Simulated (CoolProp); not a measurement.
A single-stage vapour-compression cycle with the fluid: evaporating at 307.15 K (dew point), condensing at 364.15 K (bubble point), superheat 2 K, subcooling 0 K, compressor efficiency 0.85, no pressure losses. The same conditions are run with several fluids, on thermodynamics alone (safety and materials aside).

The numbers come from the reference Helmholtz-energy equation of state of each fluid (R227EA: Lemmon 2016; R1224YDZ: Akasaka 2023; R113: Marx 1992; benzene: Thol 2012; cyclopropane: Polt 1992; dimethyl carbonate: Zhou 2011) in CoolProp. The equations of Platzer and Polt are older, rougher fits.

```tsv
fluid	cooling COP	pressure ratio	discharge temperature (K)	refrigerating effect (kJ/kg)	volumetric capacity (kJ/m³)
R227EA	1.65	3.95	364.1	29.5	1380
R1224YDZ	3.14	4.73	364.1	90.7	1140
R113	3.48	5.57	364.2	95.3	451
benzene	3.89	7.40	379.9	324	188
cyclopropane	3.13	3.39	382.3	240	4240
dimethyl carbonate	3.85	9.19	373.0	307	123
```

The compression ends wet for: R227EA; R1224YDZ; R113.
